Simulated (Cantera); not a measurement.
A perfectly stirred reactor is fed with C₂H₆ : N₂ = 1 : 34 (molar parts), at 1000 Pa; it is held at 1975 K, and followed from long to short residence time.

Model: GRI-Mech 3.0 (53 species, 325 reactions), integrated in Cantera. GRI-Mech 3.0 stops at C3 and has no aromatics, soot or wall deposition, so with more carbon than oxygen in the feed, carbon stays in small species such as C2H2 where larger ones or solid carbon would form. Radical loss at walls, strong at low pressure, is not modelled.

Task: What does this change do: temperature 1975 to 1198 K?

Result: 
| quantity | before | after |
|---|---|---|
| x(C₂H₆) at τ = 2.60 s | 1.11e-6 | 0.00290 |
| x(C₂H₂) at τ = 2.60 s | 0.0253 | 0.0105 |
| x(H₂) at τ = 2.60 s | 0.0525 | 0.0291 |
| x(H) at τ = 2.60 s | 0.00141 | 9.28e-6 |
| x(CH₃) at τ = 2.60 s | 0.000216 | 5.41e-5 |
| x(C₂H₆) at τ = 98.0 ms | 2.92e-5 | 0.0233 |
| x(C₂H₂) at τ = 98.0 ms | 0.0249 | 0.000152 |
| x(H₂) at τ = 98.0 ms | 0.0488 | 0.00440 |
| x(H) at τ = 98.0 ms | 0.00145 | 5.67e-6 |
| x(CH₃) at τ = 98.0 ms | 0.00126 | 0.000137 |

Task: What does this change do: temperature 1975 to 1325 K?

Result: 
```
quantity                  before     after
----------------------  --------  --------
x(C₂H₆) at τ = 2.60 s    1.11e-6  0.000523
x(C₂H₂) at τ = 2.60 s     0.0253    0.0202
x(H₂) at τ = 2.60 s       0.0525    0.0393
x(H) at τ = 2.60 s       0.00141   3.70e-5
x(CH₃) at τ = 2.60 s    0.000216  0.000152
x(C₂H₆) at τ = 98.0 ms   2.92e-5   0.00871
x(C₂H₂) at τ = 98.0 ms    0.0249   0.00440
x(H₂) at τ = 98.0 ms      0.0488    0.0177
x(H) at τ = 98.0 ms      0.00145   3.95e-5
x(CH₃) at τ = 98.0 ms    0.00126  0.000596
```
